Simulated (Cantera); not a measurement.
Mixture: 37.1 % H2, 13.2 % O2, 49.7 % N2, at 770000 Pa, adiabatic and at constant volume. Ignition delay is the time to a rise of 400 K.

Detailed kinetics in Cantera: the H2/O2 subset of GRI-Mech 3.0, which has no nitrogen chemistry. The hydrogen kinetics of GRI-Mech 3.0 are dated; newer H2 mechanisms differ, most at raised pressure.

At T0 = 1575 K, what is the delay, and which 7 reactions control it most (d ln τ / d ln k, from doubling and halving each rate constant)?

The delay is 1.39 µs.
```json
[
 {"reaction": "H + O2 <=> O + OH", "d ln τ / d ln k": "-0.72", "faster rate": "shortens it"},
 {"reaction": "H2 + O <=> H + OH", "d ln τ / d ln k": "-0.13", "faster rate": "shortens it"},
 {"reaction": "H2 + OH <=> H + H2O", "d ln τ / d ln k": "-0.08", "faster rate": "shortens it"},
 {"reaction": "H + HO2 <=> H2 + O2", "d ln τ / d ln k": "-0.07", "faster rate": "shortens it"},
 {"reaction": "H + O2 + M <=> HO2 + M", "d ln τ / d ln k": "0.03", "faster rate": "lengthens it"},
 {"reaction": "H + O2 + N2 <=> HO2 + N2", "d ln τ / d ln k": "0.02", "faster rate": "lengthens it"},
 {"reaction": "H + O2 + H2O <=> HO2 + H2O", "d ln τ / d ln k": "-0.02", "faster rate": "shortens it"}
]
```
